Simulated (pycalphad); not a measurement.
CALPHAD calculation (pycalphad, COST 507 light-alloy database (1999)), 1 atm. The data set is of 1999 and partly superseded. Kinetics are ignored, which matters at the lower temperatures.

Molar enthalpy of Zr-4Si (at.%) in equilibrium (SER reference):

```json
[
 {"T (K)": "2800", "H (kJ/mol)": "102.70", "phases": "liquid"},
 {"T (K)": "2650", "H (kJ/mol)": "96.47", "phases": "liquid"},
 {"T (K)": "2500", "H (kJ/mol)": "90.23", "phases": "liquid"},
 {"T (K)": "2350", "H (kJ/mol)": "84.00", "phases": "liquid"},
 {"T (K)": "2200", "H (kJ/mol)": "77.77", "phases": "liquid"},
 {"T (K)": "2125", "H (kJ/mol)": "74.65", "phases": "liquid"},
 {"T (K)": "2050", "H (kJ/mol)": "71.56", "phases": "liquid"},
 {"T (K)": "1900", "H (kJ/mol)": "57.76", "phases": "liquid + bcc"},
 {"T (K)": "1750", "H (kJ/mol)": "37.51", "phases": "bcc + SIZR3"},
 {"T (K)": "1675", "H (kJ/mol)": "35.08", "phases": "bcc + SIZR3"},
 {"T (K)": "1600", "H (kJ/mol)": "32.71", "phases": "bcc + SIZR3"},
 {"T (K)": "1450", "H (kJ/mol)": "28.08", "phases": "bcc + SIZR3"},
 {"T (K)": "1300", "H (kJ/mol)": "23.60", "phases": "bcc + SIZR3"},
 {"T (K)": "1150", "H (kJ/mol)": "19.25", "phases": "bcc + SIZR3"},
 {"T (K)": "1000", "H (kJ/mol)": "10.86", "phases": "hcp + SIZR3"},
 {"T (K)": "850", "H (kJ/mol)": "6.07", "phases": "hcp + SIZR3"},
 {"T (K)": "700", "H (kJ/mol)": "1.48", "phases": "hcp + SIZR3"},
 {"T (K)": "550", "H (kJ/mol)": "-2.90", "phases": "hcp + SIZR3"}
]
```

Cooling from 2050 K to 1750 K, across the freezing range, releases 34.1 kJ/mol, or 384 J/g. The slope is 41 J/(mol K) in the liquid and 32 J/(mol K) just below the solidus, where it includes any heat of precipitation. Liquidus 2018 K, solidus 1814 K. Changes were sought between steps of 75 K, so a narrower field can be missed.

Database names, with the compositions (at.%) that they take in these runs: SIZR3: Zr 75 Si 25.
